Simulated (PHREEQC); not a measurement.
# Leach liquor (model solution)

Make-up at 25 °C: 0.0044 mol/kgw H2SO4, 8.1e-05 mol/kgw Al2(SO4)3 and 0.0006 mol/kgw MgSO4. Closed to the air; pH follows from the charge balance.

Model: ion-association model, phreeqc.dat, run in PHREEQC.

Each row changes one thing in this solution. This is a speciation only: nothing precipitates in the calculation.

| case | pH | ionic strength (mol/kgw) | SO4-2 (mol/kgw) | HSO4- (mol/kgw) | AlSO4+ (mol/kgw) | Al+3 (mol/kgw) | SI of Gibbsite (Al(OH)3) |
|---|---|---|---|---|---|---|---|
| as made | 2.18 | 0.0123 | 0.00340 | 0.00156 | 0.000117 | 3.67e-5 | -6.38 |
| H2SO4 from 0.0044 to 0.00396 mol/kgw | ___ | 0.0115 | 0.00318 | 0.00134 | 0.000116 | 3.77e-5 | -6.24 |
| MgSO4 left out | ___ | 0.0107 | 0.00305 | 0.00146 | 0.000116 | 3.81e-5 | -6.37 |
| MgSO4 replaced by K2SO4 at the same molality | 2.19 | 0.0122 | 0.00349 | 0.00160 | 0.000118 | 3.57e-5 | -6.38 |
| Al2(SO4)3 from 8.1e-05 to 0.000405 mol/kgw | 2.19 | 0.0139 | 0.00373 | 0.00165 | 0.000588 | 0.000178 | -5.69 |
| 0.00018 mol/kgw Ca(OH)2 added | ___ | 0.0125 | 0.00342 | 0.00150 | 0.000117 | 3.67e-5 | -6.33 |
| H2SO4 from 0.0044 to 0.0066 mol/kgw | 2.03 | 0.0164 | 0.00438 | 0.00275 | 0.000119 | 3.32e-5 | ___ |

Problem. Complete the blanks.

Solution. 
- H2SO4 from 0.0044 to 0.00396 mol/kgw, pH: 2.22
- MgSO4 left out, pH: 2.17
- 0.00018 mol/kgw Ca(OH)2 added, pH: 2.20
- H2SO4 from 0.0044 to 0.0066 mol/kgw, SI of Gibbsite (Al(OH)3): -6.93
